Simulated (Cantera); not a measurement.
Gas-phase reforming

A perfectly stirred reactor is fed with CH₄ : H₂O = 1 : 0.85 (molar parts), at 76000 Pa; it is held at 1900 K, and followed from long to short residence time.

Model: GRI-Mech 3.0 (53 species, 325 reactions), integrated in Cantera.

```
τ (s)      x CH₄   x H₂O   x CH₂O     x CH₃    x C₂H₆   x H₂
-------  -------  ------  -------  --------  --------  -----
1.3      0.00918  0.0359  1.36e-7  0.000197   9.08e-7  0.716
0.40      0.0154  0.0695  3.46e-7  0.000335   2.58e-6  0.686
0.12      0.0258   0.121  1.00e-6  0.000575   7.59e-6  0.640
0.038     0.0420   0.184  2.64e-6  0.000958   2.14e-5  0.581
0.012     0.0693   0.249  6.27e-6   0.00160   6.09e-5  0.510
0.0037     0.117   0.304  1.35e-5   0.00267  0.000177  0.432
0.0011     0.197   0.349  2.70e-5   0.00438  0.000497  0.336
0.00035    0.300   0.389  4.77e-5   0.00650   0.00114  0.225
0.00011    0.415   0.428  6.83e-5   0.00836   0.00193  0.107
```
x: mole fraction; the columns are a selection and need not sum to one.
